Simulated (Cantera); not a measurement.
Charge: 1 mol SiCl4, 1.7 mol NH3, 2 mol N2, at 36.0 Pa.

Cantera equilibrium calculation (NASA polynomials, part measured and part estimated; ideal gas, pure solids and liquids). Candidate condensed phases: NH4Cl, Si, Si3N4; 28 gas species. The tables' values for SiCl3 are old estimates; treat these amounts as uncertain. Kinetics and transport are ignored. All values below are at 1375 K.

Base state: N2 0.380, HCl 0.301, H2 0.201, SiCl2 0.107, SiCl3 0.00819, SiCl4 0.00288, SiHCl3 0.000123, Cl 0.000100 (mole fractions); condensed: Si3N4(s).

Problem. What changes in the equilibrium state with this change: 1.8 mol H2O added?

Solution. 
```json
[
 {"species": "HCl", "before": "0.301", "after": "0.431"},
 {"species": "N2", "before": "0.380", "after": "0.305"},
 {"species": "H2", "before": "0.201", "after": "0.258"},
 {"species": "SiCl2", "before": "0.107", "after": "0.00160"},
 {"species": "SiO", "before": "0", "after": "0.00331"},
 {"species": "SiCl3", "before": "0.00819", "after": "0.000155"},
 {"species": "SiHCl3", "before": "0.000123", "after": "2.63e-6"},
 {"species": "Si3N4(s), mol", "before": "0.0478", "after": "0"},
 {"species": "SiO2(β-quartz), mol", "before": "0", "after": "0.862"},
 {"species": "Si2N2O(s), mol", "before": "0", "after": "0.0454"}
]
```
Mutual solubility and eutectic melting of coexisting phases are not modelled. The tables hold silica as quartz up to 1696 K and as liquid above; real silica turns to tridymite and cristobalite and melts near 1996 K. Further candidate phases: H2O, SiO2, Si2N2O.

Problem. What changes in the equilibrium state with this change: SiCl4 replaced by SiH2Cl2?

Solution. 
```json
[
 {"species": "H2", "before": "0.201", "after": "0.404"},
 {"species": "N2", "before": "0.380", "after": "0.339"},
 {"species": "HCl", "before": "0.301", "after": "0.223"},
 {"species": "SiCl2", "before": "0.107", "after": "0.0314"},
 {"species": "SiCl4", "before": "0.00288", "after": "0.000231"},
 {"species": "SiCl3", "before": "0.00819", "after": "0.00126"},
 {"species": "SiHCl3", "before": "0.000123", "after": "2.67e-5"},
 {"species": "Cl", "before": "0.000100", "after": "5.25e-5"},
 {"species": "H", "before": "8.09e-5", "after": "0.000115"},
 {"species": "Si3N4(s), mol", "before": "0.0478", "after": "0.258"}
]
```
